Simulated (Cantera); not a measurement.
An isothermal, constant-pressure homogeneous reactor starts with CO : O2 : H2O : N2 = 0.0028 : 0.064 : 0.00053 : 1 (molar parts), equivalence ratio 0.022, at 1325 K and 2.47 atm. Integrator tolerance rtol = 1e-08.

Computed with Cantera and GRI-Mech 3.0 (53 species, 325 reactions).

Problem. What does this change do: H2O 0.00053 to 5.5e-05 parts?

Solution. 
```json
[
 {"quantity": "x(CO) at 2.00 s", "before": "2.03e-9 (gas-phase equilibrium 1.73e-9)", "after": "1.51e-7 (gas-phase equilibrium 1.73e-9)"},
 {"quantity": "x(O2) at 2.00 s", "before": "0.0587 (gas-phase equilibrium 0.0586)", "after": "0.0588 (gas-phase equilibrium 0.0586)"},
 {"quantity": "x(H2O) at 2.00 s", "before": "0.000497 (gas-phase equilibrium 0.000497)", "after": "5.15e-5 (gas-phase equilibrium 5.15e-5)"},
 {"quantity": "x(NO) at 2.00 s", "before": "6.39e-7 (gas-phase equilibrium 0.000269)", "after": "2.95e-6 (gas-phase equilibrium 0.000269)"},
 {"quantity": "x(H2) at 2.00 s", "before": "1.76e-10 (gas-phase equilibrium 1.75e-10)", "after": "3.10e-11 (gas-phase equilibrium 1.82e-11)"}
]
```
